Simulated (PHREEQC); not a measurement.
Dissolve 0.031 mol/kgw HBr and 0.00022 mol/kgw CuSO4 at 20 °C. Closed to the air; pH follows from the charge balance.

All values are PHREEQC results (ion-association model, phreeqc.dat), not measurements.

No solid was allowed to form.

Q: Order these S species by the share of S that they hold, largest first: HSO4-, SO4-2, CuSO4.

A: HSO4- (59 %), SO4-2 (40 %), CuSO4 (0.49 %)

The pH is 1.57 and the ionic strength 0.0316 mol/kgw.
